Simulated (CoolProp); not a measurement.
A single-stage vapour-compression cycle with the fluid: evaporating at 254.15 K (dew point), condensing at 299.15 K (bubble point), superheat 5 K, subcooling 8 K, compressor efficiency 0.85, no pressure losses. The same conditions are run with several fluids, on thermodynamics alone (safety and materials aside).

Computed with CoolProp (reference Helmholtz-energy equation of state of each fluid (R404A: Lemmon 2003; R124: de Vries 1995; dimethyl ether: Wu 2011; R115: Lemmon 2016; R236EA: Rui 2013; R1224YDZ: Akasaka 2023)). Blends and air are pseudo-pure fits.

```json
[
 {"fluid": "R404A", "cooling COP": "3.91", "pressure ratio": "4.13", "discharge temperature (K)": "314.5", "refrigerating effect (kJ/kg)": "…", "volumetric capacity (kJ/m³)": "2090"},
 {"fluid": "R124", "cooling COP": "4.21", "pressure ratio": "5.28", "discharge temperature (K)": "310.0", "refrigerating effect (kJ/kg)": "132", "volumetric capacity (kJ/m³)": "648"},
 {"fluid": "dimethyl ether", "cooling COP": "…", "pressure ratio": "4.69", "discharge temperature (K)": "328.7", "refrigerating effect (kJ/kg)": "379", "volumetric capacity (kJ/m³)": "1090"},
 {"fluid": "R115", "cooling COP": "3.90", "pressure ratio": "4.02", "discharge temperature (K)": "301.2", "refrigerating effect (kJ/kg)": "82.8", "volumetric capacity (kJ/m³)": "1470"},
 {"fluid": "R236EA", "cooling COP": "4.19", "pressure ratio": "6.65", "discharge temperature (K)": "…", "refrigerating effect (kJ/kg)": "136", "volumetric capacity (kJ/m³)": "313"},
 {"fluid": "R1224YDZ", "cooling COP": "4.28", "pressure ratio": "6.89", "discharge temperature (K)": "310.1", "refrigerating effect (kJ/kg)": "148", "volumetric capacity (kJ/m³)": "230"}
]
```

Task: Fill in the missing entries.

Result: 
- R404A, refrigerating effect (kJ/kg): 134
- dimethyl ether, cooling COP: 4.26
- R236EA, discharge temperature (K): 302.9
